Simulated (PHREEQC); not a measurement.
Model water analysis in mmol/kgw, 35 °C, pH 7.58, pe 12.3: Na 154; K 2.24; Ca 2.09; Mg 14.5; Cl 183; S(6) 1.67; Alkalinity (meq/kgw) 0.421; Si 1.5.

Valence states are taken as typed.

All values are PHREEQC results (ion-association model, wateq4f.dat), not measurements.

No solid was allowed to form.

Problem. What activity of water does the model give?

Solution. activity of water 0.994.

Problem. In which forms is Mg present?

Solution. Mg+2 97 %, MgSO4 2.7 % of the Mg.

Examples of supersaturated solids here: Quartz (slow to form), Chalcedony (slow to form). Others may be too. Complexes and solids missing from the database can't appear.
